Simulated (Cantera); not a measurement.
## Ignition delay

Mixture: 11.9 % CO, 5.84 % H₂, 12.5 % O₂, 47.1 % N₂, 22.6 % H₂O, equivalence ratio 0.71, at 101000 Pa, adiabatic and at constant volume. Ignition delay is the time to a rise of 400 K.

Detailed kinetics in Cantera: GRI-Mech 3.0 (53 species, 325 reactions). Where the delays flatten at high temperature, the 400 K rule measures the pace of heat release, not the induction time.

```tsv
T0 (K)	delay (ms)
1050	2.02
1100	0.424
1150	0.185
1200	0.115
1250	0.0827
1300	0.0647
1350	0.0534
1400	0.0459
1450	0.0407
1500	0.0370
```
